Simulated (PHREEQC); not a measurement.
Dissolve 0.49 mmol/kgw Ag2SO4, 64 mmol/kgw HNO3 and 1.7 mmol/kgw Cu(NO3)2 at 60 °C. Closed to the air; pH follows from the charge balance.

All values are PHREEQC results (ion-association model, wateq4f.dat), not measurements.

```yaml
pH: 1.28
ionic_strength: 0.0697 mol/kgw
total_alkalinity: -64.0 meq/kg
```

```json
[
 {"species": "NO3-", "molality": "0.0674", "activity": "0.0518", "log γ": "-0.114"},
 {"species": "H+", "molality": "0.0636", "activity": "0.0529", "log γ": "-0.080"},
 {"species": "Cu+2", "molality": "0.00169", "activity": "0.000712", "log γ": "-0.377"},
 {"species": "Ag+", "molality": "0.000959", "activity": "0.000758", "log γ": "-0.103"},
 {"species": "HSO4-", "molality": "0.000416", "activity": "0.000328", "log γ": "-0.103"},
 {"species": "SO4-2", "molality": "6.85e-5", "activity": "2.71e-5", "log γ": "-0.403"},
 {"species": "AgNO3", "molality": "1.98e-5", "activity": "2.01e-5", "log γ": "0.007"},
 {"species": "CuSO4", "molality": "4.81e-6", "activity": "4.89e-6", "log γ": "0.007"},
 {"species": "AgSO4-", "molality": "6.61e-7", "activity": "5.22e-7", "log γ": "-0.103"}
]
```

Precipitation was switched off in this run. Away from 25 °C the constants follow the database's enthalpies or fits; those with neither stay at their 25 °C values.
